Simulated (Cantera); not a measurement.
An isothermal, constant-pressure homogeneous reactor starts with CO : O2 : H2O : N2 = 0.0042 : 0.0027 : 0.065 : 1 (molar parts), equivalence ratio 0.78, at 1400 K and 750 Torr. Integrator tolerance rtol = 1e-08.

Computed with Cantera and GRI-Mech 3.0 (53 species, 325 reactions).

Task: What does this change do: pressure from 750 Torr to 82.5 Torr?

Result: 
```tsv
quantity	before	after
x(CO) at 300 s	1.64e-7 (gas-phase equilibrium 1.67e-7)	4.94e-7 (gas-phase equilibrium 5.03e-7)
x(O2) at 300 s	0.000560 (gas-phase equilibrium 0.000540)	0.000560 (gas-phase equilibrium 0.000540)
x(H2O) at 300 s	0.0608 (gas-phase equilibrium 0.0608)	0.0608 (gas-phase equilibrium 0.0608)
x(H2) at 300 s	1.17e-6 (gas-phase equilibrium 1.19e-6)	3.52e-6 (gas-phase equilibrium 3.58e-6)
x(HO2) at 300 s	8.27e-10 (gas-phase equilibrium 8.04e-10)	4.76e-10 (gas-phase equilibrium 4.63e-10)
x(NO) at 300 s	2.22e-7 (gas-phase equilibrium 4.02e-5)	2.67e-7 (gas-phase equilibrium 4.02e-5)
```
